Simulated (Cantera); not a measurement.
Input (Python, Cantera) and output of one run.

```python
import numpy as np
import cantera as ct

gas_names = """
    O2 N2
""".split()
cond_names = """
    Zr(a) ZrN(s) ZrO2(a)
""".split()


# ... load() reads the species with a 1 bar reference pressure and builds the phases ...
species = {s.name: s for s in load("nasa_gas.yaml", gas_names) + load("nasa_condensed.yaml", cond_names)}
T = 875
g = {n: (s.thermo.h(T) - T * s.thermo.s(T)) / (ct.gas_constant * T * np.log(10)) for n, s in species.items()}
valid = cond_names  # the entries whose range holds T


def stable(la, lb):
    # potentials (over RT ln 10) of the two non-metals from log10 p(O2) and log10 p(N2) in bar
    mu = {}
    mu["O"] = (g["O2"] + la) / 2
    mu["N"] = (g["N2"] + lb) / 2
    cost = {}
    for n in valid:
        c = species[n].composition
        cost[n] = (g[n] - sum(c.get(e, 0) * m for e, m in mu.items())) / c["Zr"]
    return min(cost, key=cost.get)


results = []
for lb in [0, -1.2, -2.5, -3.8, -5, -6.2, -7.5, -8.8, -10, -11.2, -12.5, -13.8, -15]:
    row = [stable(la, lb) for la in [-45, -42.5, -40, -37.5, -35, -32.5, -30, -27.5, -25, -22.5, -20, -17.5, -15, -12.5, -10, -7.5, -5, -2.5, 0]]
    results.append(row)
    print(f"{lb:6.1f}  " + " ".join(f"{valid.index(n):x}" for n in row))
print("key: " + ", ".join(f"{i:x} {n}" for i, n in enumerate(valid)))
```

Output:

```
   0.0  1 1 1 2 2 2 2 2 2 2 2 2 2 2 2 2 2 2 2
  -1.2  1 1 1 2 2 2 2 2 2 2 2 2 2 2 2 2 2 2 2
  -2.5  1 1 1 2 2 2 2 2 2 2 2 2 2 2 2 2 2 2 2
  -3.8  1 1 2 2 2 2 2 2 2 2 2 2 2 2 2 2 2 2 2
  -5.0  1 1 2 2 2 2 2 2 2 2 2 2 2 2 2 2 2 2 2
  -6.2  1 1 2 2 2 2 2 2 2 2 2 2 2 2 2 2 2 2 2
  -7.5  1 1 2 2 2 2 2 2 2 2 2 2 2 2 2 2 2 2 2
  -8.8  1 2 2 2 2 2 2 2 2 2 2 2 2 2 2 2 2 2 2
 -10.0  1 2 2 2 2 2 2 2 2 2 2 2 2 2 2 2 2 2 2
 -11.2  1 2 2 2 2 2 2 2 2 2 2 2 2 2 2 2 2 2 2
 -12.5  1 2 2 2 2 2 2 2 2 2 2 2 2 2 2 2 2 2 2
 -13.8  2 2 2 2 2 2 2 2 2 2 2 2 2 2 2 2 2 2 2
 -15.0  2 2 2 2 2 2 2 2 2 2 2 2 2 2 2 2 2 2 2
key: 0 Zr(a), 1 ZrN(s), 2 ZrO2(a)
```

Cantera with NASA thermochemical tables; ideal gases at 1 bar, condensed phases pure. ZrN: taken at fixed stoichiometry.
